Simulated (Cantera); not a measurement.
Predominance diagram of Ca at 702 °C against the partial pressures of O2 and F2 (log10, bar). Source: NASA polynomial tables (part measured, part estimated), evaluated in Cantera. Candidates: Ca(s), CaF2(s), CaO(s). Only these pure phases compete in this equilibrium. Not in the tables: oxide halides.

Which phase is stable at these pairs, and which metal-bearing vapour leads over it? (-10.6, -18.9); (-6.8, -21.2); (-2.9, -25.9); (-2.9, -21.2); (-17.1, -14.1); (-9.4, -28.3); (-17.1, -33)


```tsv
log p(O2)	log p(F2)	phase	chief vapour	log p (bar)
-10.6	-18.9	CaF2(s)	CaF2	-13.5
-6.8	-21.2	CaF2(s)	CaF2	-13.5
-2.9	-25.9	CaF2(s)	CaF2	-13.5
-2.9	-21.2	CaF2(s)	CaF2	-13.5
-17.1	-14.1	CaF2(s)	CaF2	-13.5
-9.4	-28.3	CaF2(s)	CaF2	-13.5
-17.1	-33	CaF2(s)	CaF2	-13.5
```
